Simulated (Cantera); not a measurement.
An adiabatic, constant-volume homogeneous reactor starts with CH4 : O2 : N2 = 1 : 2.06 : 7.75 (molar parts), equivalence ratio 0.97, at 1050 K and 0.230 bar. Integrator tolerance rtol = 1e-08.

Cantera simulation using GRI-Mech 3.0 (53 species, 325 reactions); the numbers are that mechanism's predictions, not measurements.

Task: What does this change do: initial temperature 1050 to 1373 K?

Result: 
```
quantity                                                             before                                      after
---------------------------------  ----------------------------------------  -----------------------------------------
temperature at 0.300 s                                               1050 K                                     2734 K
equilibrium temperature                                              2663 K                                     2734 K
x(CH4) at 0.300 s                     0.0924 (gas-phase equilibrium <1e-12)      <1e-12 (gas-phase equilibrium <1e-12)
x(O2) at 0.300 s                       0.191 (gas-phase equilibrium 0.0219)      0.0253 (gas-phase equilibrium 0.0253)
x(CH2CO) at 0.300 s                 1.55e-10 (gas-phase equilibrium <1e-12)      <1e-12 (gas-phase equilibrium <1e-12)
x(HCO) at 0.300 s                  3.99e-12 (gas-phase equilibrium 2.07e-8)    2.99e-8 (gas-phase equilibrium 2.99e-8)
x(CH2O) at 0.300 s                 3.74e-5 (gas-phase equilibrium 1.46e-10)  1.80e-10 (gas-phase equilibrium 1.80e-10)
time of steepest temperature rise                               not reached                                    13.2 ms
```

Task: What does this change do: initial temperature 1050 to 1175 K?

Result: 
```json
[
 {"quantity": "temperature at 0.300 s", "before": "1050 K", "after": "2691 K"},
 {"quantity": "equilibrium temperature", "before": "2663 K", "after": "2691 K"},
 {"quantity": "x(CH4) at 0.300 s", "before": "0.0924 (gas-phase equilibrium <1e-12)", "after": "<1e-12 (gas-phase equilibrium <1e-12)"},
 {"quantity": "x(O2) at 0.300 s", "before": "0.191 (gas-phase equilibrium 0.0219)", "after": "0.0233 (gas-phase equilibrium 0.0233)"},
 {"quantity": "x(CH2CO) at 0.300 s", "before": "1.55e-10 (gas-phase equilibrium <1e-12)", "after": "<1e-12 (gas-phase equilibrium <1e-12)"},
 {"quantity": "x(HCO) at 0.300 s", "before": "3.99e-12 (gas-phase equilibrium 2.07e-8)", "after": "2.41e-8 (gas-phase equilibrium 2.41e-8)"},
 {"quantity": "x(CH2O) at 0.300 s", "before": "3.74e-5 (gas-phase equilibrium 1.46e-10)", "after": "1.59e-10 (gas-phase equilibrium 1.59e-10)"},
 {"quantity": "time of steepest temperature rise", "before": "not reached", "after": "0.202 s"}
]
```
